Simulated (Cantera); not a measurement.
Standard-state values (1 bar) from the NASA 1993 polynomials, evaluated with Cantera. Values are per mole of reaction as written; species without (g) are pure solids or liquids, kept so even where they would boil at 1 bar.

Q: Between 1498 and 2298 K, where is each reaction favourable under standard conditions?
- TaO2(g) + H2(g) = Ta + 2 OH(g)

A: 
- TaO2(g) + H2(g) = Ta + 2 OH(g): ΔG° is 275 kJ at 1498 K and 268 kJ at 2298 K; it stays positive (K < 1). ΔH° is 292 kJ and ΔS° 10 J/K at 2298 K.
